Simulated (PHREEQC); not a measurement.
## Brine: speciation

Consider water at 20 °C with 0.0099 mol/kgw Na2SO4, 0.39 mol/kgw MgSO4 and 0.031 mol/kgw LiCl. Closed to the air; pH follows from the charge balance.

Model: ion-association model, phreeqc.dat, run in PHREEQC.

This is a speciation only: nothing precipitates in the calculation.

### Question
Estimate the ionic strength.

### Answer
ionic strength 0.670 mol/kgw.

### Question
In which forms is Li present?

### Answer
Li+ 88 %, LiSO4- 12 % of the Li.
